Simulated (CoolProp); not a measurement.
R141b at 450.81 K and 1.41 MPa flows at 0.18 m/s in a round tube of 20 mm bore and 45 µm roughness, fully developed (64/Re and Nu = 3.66 if laminar; Colebrook and Gnielinski if turbulent). Each further row changes one setting.

Values from CoolProp's reference Helmholtz-energy equation of state, Lemmon 2006. It is a short technical equation, of lower accuracy than the large ones.

```csv
case,Reynolds number,Darcy friction factor,pressure drop (Pa/m),heat-transfer coefficient (W/(m² K)),mass flow (kg/h)
as stated,13100,0.0324,___,47.7,10.6
velocity 0.36 m/s,26200,___,4.89,87.7,___
diameter 40 mm,26200,___,___,___,42.2
```

Task: What belongs in the gaps?

Result: 
- as stated, pressure drop (Pa/m): 1.36
- velocity 0.36 m/s, Darcy friction factor: 0.0291
- velocity 0.36 m/s, mass flow (kg/h): 21.1
- diameter 40 mm, Darcy friction factor: 0.0269
- diameter 40 mm, pressure drop (Pa/m): 0.564
- diameter 40 mm, heat-transfer coefficient (W/(m² K)): 40.1

Viscosity comes from a separate model (Huber 2003), an estimate that may be off by 10 % or more. Thermal conductivity comes from a separate model (Huber 2003), an estimate that may be off by 10 % or more.
